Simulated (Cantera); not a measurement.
An adiabatic, constant-pressure homogeneous reactor starts with CH4 : C2H6 : C3H8 : O2 : N2 = 1 : 0.16 : 0.061 : 1.59 : 8.7 (molar parts), equivalence ratio 1.8, at 1625 K and 0.840 bar.

Model: GRI-Mech 3.0 (53 species, 325 reactions), integrated in Cantera.

Q: Predict: time of steepest temperature rise; temperature at 7.00 s; equilibrium temperature; x(HCO) at 7.00 s; x(N2O) at 7.00 s.

A: 
```json
{
  "time_of_steepest_temperature_rise": "0.116 ms",
  "temperature at 7.00 s": "2528 K",
  "equilibrium_temperature": "2528 K",
  "x(HCO) at 7.00 s": "1.08e-7 (gas-phase equilibrium 1.08e-7)",
  "x(N2O) at 7.00 s": "1.94e-8 (gas-phase equilibrium 1.94e-8)"
}
```
